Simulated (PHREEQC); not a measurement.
Solution (25 °C): 0.00242 mol KBr per kg of water. It is in equilibrium with CO2 at log p = -3.5 (atm). Otherwise closed; pH follows from the charge balance.

Equilibrium calculation in PHREEQC: ion-association model, wateq4f.dat.

This is a speciation only: nothing precipitates in the calculation.

Predict the pH.

pH 5.66.

In which forms is C present?

CO2 82 %, HCO3- 18 % of the C.
